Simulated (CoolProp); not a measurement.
Properties of C3F8 (R218) along the isobar 14.1 MPa (Tc = 71.9 °C, pc = 2.640 MPa, ω = 0.317).

Computed with CoolProp (reference Helmholtz-energy equation of state, Lemmon 2006). It is a short technical equation, of lower accuracy than the large ones.

```tsv
T (°C)	phase	density (kg/m³)	Joule-Thomson coefficient (K/MPa)
-99.85	liquid	1868	-0.4453
-87.25	liquid	1828	[?]
-74.65	liquid	[?]	-0.4105
-62.05	liquid	1749	[?]
-49.45	liquid	1709	-0.3685
-36.75	liquid	1668	-0.3439
-24.15	liquid	[?]	-0.3169
-11.55	liquid	1585	[?]
1.05	liquid	1543	-0.2526
13.65	liquid	1499	[?]
26.25	liquid	1455	-0.1703
```

Task: Some entries are withheld; supply them.

Result: 
- -87.25, Joule-Thomson coefficient (K/MPa): -0.4288
- -74.65, density (kg/m³): 1788
- -62.05, Joule-Thomson coefficient (K/MPa): -0.3905
- -24.15, density (kg/m³): 1627
- -11.55, Joule-Thomson coefficient (K/MPa): -0.2866
- 13.65, Joule-Thomson coefficient (K/MPa): -0.2141
